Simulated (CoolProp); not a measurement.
Vapour-liquid equilibrium of R125 (1) + isobutane (2) at 0.626 MPa; x and y are mole fractions of (1).

Computed with CoolProp (multi-fluid Helmholtz-energy mixture model, Lemmon 2005 and Bücker 2006; pair parameters Bell 2016).

**Question.** Give the bubble temperature and the first vapour's composition at x = 0.35, 0.45, 0.85. Is there an azeotrope?

**Answer.** x = 0.35: 278.3 K, y = 0.746; x = 0.45: 275.7 K, y = 0.781; x = 0.85: 271.2 K, y = 0.887. y crosses x between x = 0.85 and 0.95: the model has an azeotrope there.

Pair parameters are fitted to limited data, so mixtures are less certain than the pure fluids. With so large a gap from Raoult's law the liquid may split in two, which this calculation doesn't test in full.
